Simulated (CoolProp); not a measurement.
Vapour-liquid equilibrium of n-butane (1) + cis-2-butene (2) at 12.3 bar; x and y are mole fractions of (1).

Values from CoolProp's multi-fluid Helmholtz-energy mixture model, Bücker 2006 and Lemmon 2005; pair parameters Bell 2016.

```json
[
 {"x": "0.05", "bubble temperature, mixture model (°C)": "(withheld)", "bubble temperature, Raoult's law (°C)": "92.8", "y, mixture model": "0.055", "y, Raoult's law": "0.054"},
 {"x": "0.2", "bubble temperature, mixture model (°C)": "91.7", "bubble temperature, Raoult's law (°C)": "92.2", "y, mixture model": "0.214", "y, Raoult's law": "0.213"},
 {"x": "0.35", "bubble temperature, mixture model (°C)": "91.0", "bubble temperature, Raoult's law (°C)": "91.7", "y, mixture model": "0.365", "y, Raoult's law": "0.368"},
 {"x": "0.5", "bubble temperature, mixture model (°C)": "90.4", "bubble temperature, Raoult's law (°C)": "91.1", "y, mixture model": "(withheld)", "y, Raoult's law": "0.519"},
 {"x": "0.65", "bubble temperature, mixture model (°C)": "89.9", "bubble temperature, Raoult's law (°C)": "90.5", "y, mixture model": "(withheld)", "y, Raoult's law": "0.668"},
 {"x": "0.8", "bubble temperature, mixture model (°C)": "89.6", "bubble temperature, Raoult's law (°C)": "90.0", "y, mixture model": "0.805", "y, Raoult's law": "0.812"},
 {"x": "0.95", "bubble temperature, mixture model (°C)": "89.3", "bubble temperature, Raoult's law (°C)": "89.4", "y, mixture model": "0.951", "y, Raoult's law": "0.954"}
]
```

### Question
Some entries are withheld; supply them.

### Answer

- 0.05, bubble temperature, mixture model (°C): 92.6
- 0.5, y, mixture model: 0.513
- 0.65, y, mixture model: 0.659

The largest gap from Raoult's law is -0.7 K in bubble temperature, at x = 0.5. No azeotrope shows between x = 0.05 and 0.95.

Pair parameters are fitted to limited data, so mixtures are less certain than the pure fluids.
